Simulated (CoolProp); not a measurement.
Properties of vinyl chloride along the isobar 5.08 bar.

Computed with CoolProp (reference Helmholtz-energy equation of state, Thol 2022).

```
T (°C)   phase  density (kg/m³)  fugacity coefficient
------  ------  ---------------  --------------------
-83.45  liquid             1093              0.003207
-75.45  liquid             1079              0.006174
-67.45  liquid             1064               0.01118
-59.45  liquid             1050               0.01921
-51.45  liquid             1036               0.03147
-43.45  liquid             1023               0.04945
-35.55  liquid             1009               0.07451
-27.55  liquid            994.8                0.1092
-19.55  liquid            980.7                0.1554
```
